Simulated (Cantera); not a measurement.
Input: 1 mol Cu, 0.34 mol F2, equilibrated at 1273.15 K and 133 Pa.

Method: chemical equilibrium by Gibbs-energy minimisation in Cantera with the NASA 1993 tables (ideal gas, pure condensed phases). Candidate condensed phases: Cu, CuF2; 6 gas species. Kinetics and transport are ignored.

Base state: CuF 0.842, CuF2 0.158, Cu 6.21e-5 (mole fractions); condensed: Cu(s).

Question: What changes in the equilibrium state with this change: temperature from 1273.15 K to 1225 K?

Answer: 
| species | before | after |
|---|---|---|
| CuF | 0.842 | 0.723 |
| CuF2 | 0.158 | 0.277 |
| Cu | 6.21e-5 | 1.81e-5 |
| Cu(s), mol | 0.413 | 0.468 |

Question: What changes in the equilibrium state with this change: F2 from 0.34 to 0.81 mol?

Answer: 
| species | before | after |
|---|---|---|
| CuF2 | 0.158 | 0.620 |
| CuF | 0.842 | 0.380 |
| F | 6.30e-6 | 5.46e-5 |
| Cu | 6.21e-5 | 3.23e-6 |
| Cu(s), mol | 0.413 | 0 |
